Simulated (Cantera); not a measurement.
An isothermal, constant-pressure homogeneous reactor starts with H2 : O2 = 0.035 : 1 (molar parts), equivalence ratio 0.018, at 1300 K and 1.28 Torr. Integrator tolerance rtol = 1e-08.

Cantera simulation using the H2/O2 subset of GRI-Mech 3.0, which has no nitrogen chemistry; the numbers are that mechanism's predictions, not measurements. Radical loss at walls, strong at low pressure, is not modelled. The temperature is held fixed by assumption; the heat of reaction is taken as removed at once.

Question: What does this change do: temperature 1300 to 1423 K?

Answer: 
| quantity | before | after |
|---|---|---|
| x(H2) at 70.0 s | 5.56e-6 (gas-phase equilibrium 7.41e-8) | 1.30e-5 (gas-phase equilibrium 5.45e-7) |
| x(O2) at 70.0 s | 0.965 (gas-phase equilibrium 0.966) | 0.964 (gas-phase equilibrium 0.965) |
| x(OH) at 70.0 s | 0.000385 (gas-phase equilibrium 4.45e-5) | 0.000799 (gas-phase equilibrium 0.000164) |
| x(H2O) at 70.0 s | 0.0342 (gas-phase equilibrium 0.0344) | 0.0340 (gas-phase equilibrium 0.0343) |
| x(O) at 70.0 s | 0.000320 (gas-phase equilibrium 4.24e-6) | 0.000778 (gas-phase equilibrium 3.23e-5) |
| x(H) at 70.0 s | 4.79e-6 (gas-phase equilibrium 7.35e-9) | 1.41e-5 (gas-phase equilibrium 1.20e-7) |
